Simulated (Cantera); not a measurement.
A Cantera script and what it prints.

```python
import numpy as np
import cantera as ct

gas_names = """
    Ca CaCL CaCL2 Ca2 CL CL2 N N2
""".split()
cond_names = """
    Ca(a) Ca(b) Ca(L) CaCL2(s) CaCL2(L)
""".split()


# ... load() reads the species with a 1 bar reference pressure and builds the phases ...
atoms = {
    'CaCl2': {'Ca': 1, 'CL': 2},
    'N2': {'N': 2},
}
top_T = {}  # K; cautious upper limits of use, not melting points


# ... equilibrate(T, P, feed) seeds the gas with the atoms and calls Mixture.equilibrate('TP', solver="vcs", rtol=1e-11, max_steps=5000) ...
results = []
feed = {'CaCl2': 1, 'N2': 2.6}  # mol
P = 76  # Pa
for T in [798, 898, 998, 1098, 1198, 1298, 1398, 1498, 1598, 1698, 1798, 1898, 1998]:
    mix = equilibrate(T, P, feed)
    results.append((T, P, feed, dict(zip(mix.species_names, mix.species_moles))))
    x = sorted(zip(gas.X, gas.species_names), reverse=True)
    print(f"T = {T:g} K  P = {P:g} Pa  gas = {mix.phase_moles(0):.4g} mol")
    print("   x: " + "  ".join(f"{s} {v:.3e}" for v, s in x if v > 0.001))
    print("   condensed (mol): " + ("  ".join(f"{mix.phase(i).name} {mix.phase_moles(i):.4g}"
          for i in range(1, mix.n_phases) if mix.phase_moles(i) > 1e-12) or "none"))
```

Result:

```
T = 798 K  P = 76 Pa  gas = 2.6 mol
   x: N2 1.000e+00
   condensed (mol): CaCL2(s) 1
T = 898 K  P = 76 Pa  gas = 2.6 mol
   x: N2 1.000e+00
   condensed (mol): CaCL2(s) 1
T = 998 K  P = 76 Pa  gas = 2.6 mol
   x: N2 1.000e+00
   condensed (mol): CaCL2(s) 0.9999
T = 1098 K  P = 76 Pa  gas = 2.602 mol
   x: N2 9.993e-01
   condensed (mol): CaCL2(L) 0.9982
T = 1198 K  P = 76 Pa  gas = 2.623 mol
   x: N2 9.912e-01  CaCL2 8.779e-03
   condensed (mol): CaCL2(L) 0.977
T = 1298 K  P = 76 Pa  gas = 2.805 mol
   x: N2 9.269e-01  CaCL2 7.311e-02
   condensed (mol): CaCL2(L) 0.7949
T = 1398 K  P = 76 Pa  gas = 3.6 mol
   x: N2 7.222e-01  CaCL2 2.778e-01
   condensed (mol): none
T = 1498 K  P = 76 Pa  gas = 3.6 mol
   x: N2 7.222e-01  CaCL2 2.777e-01
   condensed (mol): none
T = 1598 K  P = 76 Pa  gas = 3.601 mol
   x: N2 7.221e-01  CaCL2 2.775e-01
   condensed (mol): none
T = 1698 K  P = 76 Pa  gas = 3.602 mol
   x: N2 7.218e-01  CaCL2 2.770e-01
   condensed (mol): none
T = 1798 K  P = 76 Pa  gas = 3.606 mol
   x: N2 7.211e-01  CaCL2 2.758e-01  CL 1.591e-03  CaCL 1.473e-03
   condensed (mol): none
T = 1898 K  P = 76 Pa  gas = 3.614 mol
   x: N2 7.195e-01  CaCL2 2.731e-01  CL 3.826e-03  CaCL 3.350e-03
   condensed (mol): none
T = 1998 K  P = 76 Pa  gas = 3.631 mol
   x: N2 7.161e-01  CaCL2 2.677e-01  CL 8.502e-03  CaCL 6.874e-03
   condensed (mol): none
```

These are equilibrium values from Cantera (NASA tables, ideal gas, pure condensed phases), not measurements of a reactor.
